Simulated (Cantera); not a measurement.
What does this Cantera script print?

```python
import numpy as np
import cantera as ct

gas_names = """
    H H2 H2S N NH NH2 NH3 N2 N2H2 N2H4 Ni NiS S SH SN S2 S8
""".split()
cond_names = """
    Ni(cr) Ni(L) NiS(b) NiS(a) NiS(L) NiS2(s) NiS2(L) Ni3S2(I) Ni3S2(II) Ni3S2(L) Ni3S4(s) S(cr1) S(cr2)
    S(L)
""".split()


# ... load() reads the species with a 1 bar reference pressure and builds the phases ...
atoms = {
    'Ni': {'Ni': 1},
    'H2S': {'H': 2, 'S': 1},
    'N2': {'N': 2},
}
top_T = {'Ni3S4(s)': 620}  # K; cautious upper limits of use, not melting points


# ... equilibrate(T, P, feed) seeds the gas with the atoms and calls Mixture.equilibrate('TP', solver="vcs", rtol=1e-11, max_steps=5000) ...
results = []
feed = {'Ni': 1, 'H2S': 0.016, 'N2': 12}  # mol
T = 1373.15  # K
P = 19  # Pa
mix = equilibrate(T, P, feed)
results.append((T, P, feed, dict(zip(mix.species_names, mix.species_moles))))
x = sorted(zip(gas.X, gas.species_names), reverse=True)
print(f"T = {T:g} K  P = {P:g} Pa  gas = {mix.phase_moles(0):.4g} mol")
print("   x: " + "  ".join(f"{s} {v:.3e}" for v, s in x if v > 0.001))
print("   condensed (mol): " + ("  ".join(f"{mix.phase(i).name} {mix.phase_moles(i):.4g}"
      for i in range(1, mix.n_phases) if mix.phase_moles(i) > 1e-12) or "none"))
```

It prints:

```
T = 1373.15 K  P = 19 Pa  gas = 12.02 mol
   x: N2 9.980e-01  H2 1.319e-03
   condensed (mol): Ni(cr) 0.9998
```

Method: chemical equilibrium by Gibbs-energy minimisation in Cantera with the NASA 1993 tables (ideal gas, pure condensed phases).
